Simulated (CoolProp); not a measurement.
n-nonane along the isotherm 326.85 °C: Z from the reference equation and from simpler models built on Tc = 321.4 °C, pc = 2282 kPa, ω = 0.443; each cubic takes its own stable root.

Model: reference Helmholtz-energy equation of state, Lemmon 2006, in CoolProp. It is a short technical equation, of lower accuracy than the large ones.

```csv
p (kPa),phase,reference,van der Waals,Redlich-Kwong,Peng-Robinson
1430,gas,0.7388,0.7769,0.7522,0.7334
2850,supercritical,0.2110,0.3194,0.2740,0.2555
4280,supercritical,0.2725,0.4107,0.3385,0.3082
5700,supercritical,0.3424,0.5107,0.4140,0.3750
7130,supercritical,0.4124,0.6107,0.4895,0.4424
8560,supercritical,0.4814,0.7091,0.5636,0.5087
9980,supercritical,0.5488,0.8053,0.6357,0.5734
11400,supercritical,0.6152,0.9002,0.7065,0.6370
12800,supercritical,0.6798,0.9925,0.7752,0.6987
14300,supercritical,0.7481,1.090,0.8477,0.7639
15700,supercritical,0.8112,1.181,0.9144,0.8239
17100,supercritical,0.8736,1.270,0.9804,0.8833
18500,supercritical,0.9353,1.359,1.046,0.9421
20000,supercritical,1.001,1.453,1.115,1.004
21400,supercritical,1.062,1.541,1.179,1.062
22800,supercritical,1.122,1.628,1.242,1.119
```
